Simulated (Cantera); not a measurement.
**Carbon deposition, reforming and gasification: n-butane + CO2 + H2**

Charge: 1 mol n-butane, 2.9 mol CO2, 0.35 mol H2, equilibrated at 1573 K and 1350 Torr.

Cantera equilibrium calculation (NASA polynomials, part measured and part estimated; ideal gas, pure solids and liquids). Candidate condensed phases: C, C6H6, C7H8, C8H18, H2O; 110 gas species. Kinetics and transport are ignored.

The x(CO) comes out as 0.520, the x(H2) is 0.478 and the x(CH4) is 0.000756. The x(H2O) is 0.000466. The x(CO2) is 0.000175, the x(H) is 2.10e-5 and the x(C2H2 (acetylene)) is 9.88e-6. The x(C2H4) is 1.21e-6, the n(C(graphite)) is 1.10 mol and the gas amount is 11.13 mol.
